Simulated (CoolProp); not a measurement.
Computed with CoolProp (reference Helmholtz-energy equation of state, Thol 2017).

### Question
For octamethyltrisiloxane (MDM), give the phase and the speed of sound (m/s), isothermal compressibility (1/MPa), fugacity coefficient at 225.05 °C and 67.8 bar; 259.95 °C and 67.8 bar.

### Answer
- 225.05 °C and 67.8 bar: liquid; speed of sound 443, isothermal compressibility 0.00933, fugacity coefficient 0.107
- 259.95 °C and 67.8 bar: liquid; speed of sound 377, isothermal compressibility 0.0137, fugacity coefficient 0.171
